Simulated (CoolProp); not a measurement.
C3F8 (R218) along the isotherm 166.85 °C: Z from the reference equation and from simpler models built on Tc = 71.9 °C, pc = 2.640 MPa, ω = 0.317; each cubic takes its own stable root.

Computed with CoolProp (reference Helmholtz-energy equation of state, Lemmon 2006). It is a short technical equation, of lower accuracy than the large ones.

```csv
p (MPa),phase,reference
0.165,gas,0.9916
0.33,gas,0.9832
0.495,gas,0.9748
0.66,gas,0.9662
0.825,gas,0.9576
0.99,gas,0.9490
1.16,gas,0.9400
1.32,gas,0.9315
```

**Question.** How far does each simpler model (Pitzer virial, Redlich-Kwong, Soave-Redlich-Kwong, Peng-Robinson) lie from the reference over these 8 states: mean and median of the absolute difference, and the worst?

**Answer.** 
- Pitzer virial: mean 0.1 %, median 0.1 %, worst -0.2 % at 166.85 °C and 1.16 MPa
- Redlich-Kwong: mean 0.9 %, median 0.9 %, worst -1.7 % at 166.85 °C and 1.32 MPa
- Soave-Redlich-Kwong: mean 0.1 %, median 0.1 %, worst +0.2 % at 166.85 °C and 1.32 MPa
- Peng-Robinson: mean 0.7 %, median 0.7 %, worst -1.2 % at 166.85 °C and 1.32 MPa
